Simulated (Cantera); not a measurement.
What does this Cantera script print?

```python
import numpy as np
import cantera as ct

gas_names = """
    CL CL2 H HCL H2 Si SiCL SiCL2 SiCL3 SiCL4 SiH SiHCL3 SiH2 SiH2CL2 SiH3 SiH3CL SiH4 Si2 Si3
""".split()
cond_names = """
    Si(cr) Si(L)
""".split()


def load(file, names, dense=False):
    # The tables refer to 1 bar. Condensed volumes are neglected.
    table = {s.name: s for s in ct.Species.list_from_file(file)}
    out = []
    for n in names:
        d = dict(table[n].input_data)
        d["thermo"] = dict(d["thermo"], **{"reference-pressure": 1e5})
        if dense:
            d["equation-of-state"] = {"model": "constant-volume", "density": "1e6 g/cm^3"}
        out.append(ct.Species.from_dict(d))
    return out


gas = ct.Solution(thermo="ideal-gas", species=load("nasa_gas.yaml", gas_names))
cond = {s.name: ct.Solution(thermo="fixed-stoichiometry", species=[s], name=s.name)
        for s in load("nasa_condensed.yaml", cond_names, dense=True)}
atoms = {
    'Si': {'Si': 1},
    'HCl': {'H': 1, 'CL': 1},
    'H2': {'H': 2},
}
top_T = {}  # K; cautious upper limits of use, not melting points


def equilibrate(T, P, feed):
    n = {}
    for name, mol in feed.items():
        for a, k in atoms[name].items():
            n[a] = n.get(a, 0.0) + k * mol
    gas.TPX = T, P, n
    mass = sum(n.values()) * gas.mean_molecular_weight
    gas.equilibrate("TP")
    valid = [c for c in cond.values() if c.min_temp <= T <= top_T.get(c.name, c.max_temp)]
    mix = ct.Mixture([(gas, mass / gas.mean_molecular_weight)] + [(c, 0.0) for c in valid])
    mix.T, mix.P = T, P
    mix.equilibrate("TP", solver="vcs", rtol=1e-11, max_steps=5000)
    return mix


results = []
feed = {'Si': 1, 'HCl': 3.2, 'H2': 0.53}  # mol
T = 875  # K
P = 31000  # Pa
mix = equilibrate(T, P, feed)
results.append((T, P, feed, dict(zip(mix.species_names, mix.species_moles))))
x = sorted(zip(gas.X, gas.species_names), reverse=True)
print(f"T = {T:g} K  P = {P:g} Pa  gas = {mix.phase_moles(0):.4g} mol")
print("   x: " + "  ".join(f"{s} {v:.3e}" for v, s in x if v > 1e-05))
print("   condensed (mol): " + ("  ".join(f"{mix.phase(i).name} {mix.phase_moles(i):.4g}"
      for i in range(1, mix.n_phases) if mix.phase_moles(i) > 1e-12) or "none"))
```

Output:

```
T = 875 K  P = 31000 Pa  gas = 2.881 mol
   x: H2 7.001e-01  SiCL4 2.230e-01  SiHCL3 6.948e-02  HCL 4.918e-03  SiH2CL2 1.979e-03  SiCL3 4.119e-04  SiCL2 4.401e-05  SiH3CL 1.358e-05
   condensed (mol): Si(cr) 0.1503
```

These are equilibrium values from Cantera (NASA tables, ideal gas, pure condensed phases), not measurements of a reactor. The tables' values for SiCl3 are old estimates; treat these amounts as uncertain.
